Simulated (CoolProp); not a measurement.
Vapour-liquid equilibrium of R13 (1) + R11 (2) at 0.277 bar; x and y are mole fractions of (1).

Computed with CoolProp (multi-fluid Helmholtz-energy mixture model, Platzer 1990 and Jacobsen 1992; pair parameters Bell 2016). This equation is an older, rougher fit; its heat capacities, sound speeds and derivatives of the liquid may be far off and weren't checked against measurements.

```json
[
 {"x": "0.05", "bubble temperature (K)": "212.4", "y at the bubble point": "0.958", "dew temperature at overall composition x (K)": "263.7", "liquid density (mol/L)": "12.23"},
 {"x": "0.125", "bubble temperature (K)": "193.7", "y at the bubble point": "0.992", "dew temperature at overall composition x (K)": "261.9", "liquid density (mol/L)": "12.70"},
 {"x": "0.2", "bubble temperature (K)": "186.2", "y at the bubble point": "0.996", "dew temperature at overall composition x (K)": "260.0", "liquid density (mol/L)": "13.01"},
 {"x": "0.275", "bubble temperature (K)": "182.0", "y at the bubble point": "0.998", "dew temperature at overall composition x (K)": "258.0", "liquid density (mol/L)": "13.26"},
 {"x": "0.35", "bubble temperature (K)": "179.4", "y at the bubble point": "0.999", "dew temperature at overall composition x (K)": "255.8", "liquid density (mol/L)": "13.50"},
 {"x": "0.425", "bubble temperature (K)": "177.7", "y at the bubble point": "0.999", "dew temperature at overall composition x (K)": "253.4", "liquid density (mol/L)": "13.72"},
 {"x": "0.5", "bubble temperature (K)": "176.5", "y at the bubble point": "0.999", "dew temperature at overall composition x (K)": "250.7", "liquid density (mol/L)": "13.94"},
 {"x": "0.575", "bubble temperature (K)": "175.5", "y at the bubble point": "0.999", "dew temperature at overall composition x (K)": "247.7", "liquid density (mol/L)": "14.15"},
 {"x": "0.65", "bubble temperature (K)": "174.6", "y at the bubble point": "0.999", "dew temperature at overall composition x (K)": "244.2", "liquid density (mol/L)": "14.36"},
 {"x": "0.725", "bubble temperature (K)": "173.8", "y at the bubble point": "0.999", "dew temperature at overall composition x (K)": "240.0", "liquid density (mol/L)": "14.56"},
 {"x": "0.8", "bubble temperature (K)": "173.0", "y at the bubble point": "1.000", "dew temperature at overall composition x (K)": "234.7", "liquid density (mol/L)": "14.77"},
 {"x": "0.875", "bubble temperature (K)": "172.2", "y at the bubble point": "1.000", "dew temperature at overall composition x (K)": "227.3", "liquid density (mol/L)": "14.97"},
 {"x": "0.95", "bubble temperature (K)": "171.2", "y at the bubble point": "1.000", "dew temperature at overall composition x (K)": "214.5", "liquid density (mol/L)": "15.17"}
]
```

No azeotrope shows between x = 0.05 and 0.95.

The pair parameters rest on a limited set of measurements; away from them the model extrapolates. With so large a gap from Raoult's law the liquid may split in two, which this calculation doesn't test in full.
